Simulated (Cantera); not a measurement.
A perfectly stirred reactor is fed with 45.5 % C2H4, 54.5 % H2, at 0.0200 bar; it is held at 1398 K, and followed from long to short residence time.

Model: GRI-Mech 3.0 (53 species, 325 reactions), integrated in Cantera. GRI-Mech 3.0 was tuned for natural gas; its chemistry of ethylene as a main component is partial and can be far from experiment. GRI-Mech 3.0 stops at C3 and has no aromatics, soot or wall deposition, so with more carbon than oxygen in the feed, carbon stays in small species such as C2H2 where larger ones or solid carbon would form. Radical loss at walls, strong at low pressure, is not modelled.

**Question.** Predict: x(C2H4) at τ = 0.930 s; x(H2) at τ = 0.930 s; x(H) at τ = 0.930 s; x(CH4) at τ = 0.930 s; x(C2H4) at τ = 11.0 ms; x(H2) at τ = 11.0 ms; x(H) at τ = 11.0 ms; x(CH4) at τ = 11.0 ms.

**Answer.** 
* **x(C2H4) at τ = 0.930 s**: 0.203
* **x(H2) at τ = 0.930 s**: 0.623
* **x(H) at τ = 0.930 s**: 8.36e-6
* **x(CH4) at τ = 0.930 s**: 0.000600
* **x(C2H4) at τ = 11.0 ms**: 0.453
* **x(H2) at τ = 11.0 ms**: 0.546
* **x(H) at τ = 11.0 ms**: 2.54e-7
* **x(CH4) at τ = 11.0 ms**: 9.44e-8
